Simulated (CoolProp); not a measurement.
Computed with CoolProp (reference Helmholtz-energy equation of state, Tillner-Roth 1997).

Q: Give the vapour pressure (kPa), liquid density (kg/m³), enthalpy of vaporisation (kJ/kg), surface tension (mN/m) of saturated CH2F2 (R32) at 314 K.

A: 
```json
[
 {"T (K)": "314", "p (kPa)": "2530", "liquid density (kg/m³)": "889", "enthalpy of vaporisation (kJ/kg)": "235", "surface tension (mN/m)": "4.36"}
]
```

Surface tension comes from a separate correlation (Mulero 2012).
